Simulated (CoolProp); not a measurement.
R123 along the isotherm -10.65 °C: density (kg/m³) from the reference equation and from simpler models built on Tc = 183.7 °C, pc = 36.62 bar, ω = 0.282; each cubic takes its own stable root.

Model: reference Helmholtz-energy equation of state, Younglove 1994, in CoolProp. It is a modified Benedict-Webb-Rubin equation, recast in Helmholtz form.

```json
[
 {"p (bar)": "0.289", "phase": "liquid", "reference": "1552", "Redlich-Kwong": "2.051", "Soave-Redlich-Kwong": "1408", "Peng-Robinson": "1587"},
 {"p (bar)": "0.425", "phase": "liquid", "reference": "1552", "Redlich-Kwong": "3.034", "Soave-Redlich-Kwong": "1408", "Peng-Robinson": "1587"},
 {"p (bar)": "0.624", "phase": "liquid", "reference": "1552", "Redlich-Kwong": "1364", "Soave-Redlich-Kwong": "1408", "Peng-Robinson": "1587"},
 {"p (bar)": "0.915", "phase": "liquid", "reference": "1552", "Redlich-Kwong": "1364", "Soave-Redlich-Kwong": "1408", "Peng-Robinson": "1587"},
 {"p (bar)": "1.34", "phase": "liquid", "reference": "1552", "Redlich-Kwong": "1365", "Soave-Redlich-Kwong": "1408", "Peng-Robinson": "1587"},
 {"p (bar)": "1.97", "phase": "liquid", "reference": "1552", "Redlich-Kwong": "1365", "Soave-Redlich-Kwong": "1408", "Peng-Robinson": "1588"},
 {"p (bar)": "2.89", "phase": "liquid", "reference": "1552", "Redlich-Kwong": "1365", "Soave-Redlich-Kwong": "1408", "Peng-Robinson": "1588"},
 {"p (bar)": "4.25", "phase": "liquid", "reference": "1553", "Redlich-Kwong": "1366", "Soave-Redlich-Kwong": "1409", "Peng-Robinson": "1588"},
 {"p (bar)": "6.24", "phase": "liquid", "reference": "1553", "Redlich-Kwong": "1367", "Soave-Redlich-Kwong": "1409", "Peng-Robinson": "1589"},
 {"p (bar)": "9.15", "phase": "liquid", "reference": "1554", "Redlich-Kwong": "1368", "Soave-Redlich-Kwong": "1410", "Peng-Robinson": "1589"},
 {"p (bar)": "13.4", "phase": "liquid", "reference": "1554", "Redlich-Kwong": "1369", "Soave-Redlich-Kwong": "1411", "Peng-Robinson": "1591"},
 {"p (bar)": "19.7", "phase": "liquid", "reference": "1556", "Redlich-Kwong": "1372", "Soave-Redlich-Kwong": "1413", "Peng-Robinson": "1592"},
 {"p (bar)": "28.9", "phase": "liquid", "reference": "1557", "Redlich-Kwong": "1375", "Soave-Redlich-Kwong": "1416", "Peng-Robinson": "1594"},
 {"p (bar)": "42.5", "phase": "liquid", "reference": "1560", "Redlich-Kwong": "1380", "Soave-Redlich-Kwong": "1419", "Peng-Robinson": "1598"},
 {"p (bar)": "62.4", "phase": "liquid", "reference": "1564", "Redlich-Kwong": "1387", "Soave-Redlich-Kwong": "1424", "Peng-Robinson": "1603"},
 {"p (bar)": "91.5", "phase": "liquid", "reference": "1569", "Redlich-Kwong": "1396", "Soave-Redlich-Kwong": "1431", "Peng-Robinson": "1609"}
]
```

At some of these states Redlich-Kwong gives the other phase, because its saturation line lies elsewhere.
